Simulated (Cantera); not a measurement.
**Premixed flame**

A freely propagating, adiabatic, planar premixed flame of C3H8 : O2 : N2 = 1 : 7.14 : 27.9 (molar parts), equivalence ratio 0.70, unburnt at 475 K and 100000 Pa; mixture-averaged transport, grid criteria slope 0.08 and curve 0.16, no radiation.

Cantera simulation using GRI-Mech 3.0 (53 species, 325 reactions); the numbers are that mechanism's predictions, not measurements. GRI-Mech 3.0 was tuned for natural gas; its chemistry of propane as a main component is partial and can be far from experiment. Burning velocities carry a grid error of a few per cent, more on coarse grids.

| z (mm) | T (K) | u (m/s) | x C3H8 | x O2 | x H2O | x C2H6 | x NO | x CH2CO |
|---|---|---|---|---|---|---|---|---|
| -1.19 | 475 | 0.637 | 0.0277 | 0.198 | 3.25e-5 | 1.85e-8 | <1e-8 | <1e-8 |
| -0.793 | 477 | 0.640 | 0.0277 | 0.198 | 0.000326 | 3.91e-7 | <1e-8 | 1.10e-7 |
| -0.595 | 483 | 0.649 | 0.0277 | 0.197 | 0.00132 | 2.75e-6 | <1e-8 | 8.46e-7 |
| -0.396 | 527 | 0.711 | 0.0273 | 0.193 | 0.00673 | 3.03e-5 | 2.19e-8 | 1.07e-5 |
| -0.198 | 808 | 1.11 | 0.0214 | 0.166 | 0.0333 | 0.000394 | 2.97e-7 | 0.000170 |
| -0.0991 | 1138 | 1.59 | 0.00946 | 0.134 | 0.0600 | 0.000671 | 7.97e-7 | 0.000571 |
| 0 | 1478 | 2.09 | 0.000524 | 0.0972 | 0.0854 | 0.000105 | 1.63e-6 | 0.000814 |
| 0.0991 | 1624 | 2.30 | 1.03e-6 | 0.0775 | 0.0956 | 6.64e-7 | 2.81e-6 | 0.000170 |
| 0.198 | 1682 | 2.37 | <1e-8 | 0.0698 | 0.0978 | <1e-8 | 3.95e-6 | 1.11e-5 |
| 0.396 | 1756 | 2.46 | <1e-8 | 0.0639 | 0.0986 | <1e-8 | 5.82e-6 | 4.51e-8 |
| 0.793 | 1840 | 2.56 | <1e-8 | 0.0602 | 0.101 | <1e-8 | 8.42e-6 | <1e-8 |
| 1.59 | 1910 | 2.65 | <1e-8 | 0.0582 | 0.104 | <1e-8 | 1.14e-5 | <1e-8 |
| 3.17 | 1955 | 2.70 | <1e-8 | 0.0573 | 0.106 | <1e-8 | 1.45e-5 | <1e-8 |
x: mole fraction of selected species; z is measured from the peak of heat release.

The laminar burning velocity comes out as 63.7 cm/s. The thermal thickness is 0.396 mm and the peak x(C2H6) is 0.000687. The peak x(CH2CO) is 0.000879 and the grid points comes out as 137.
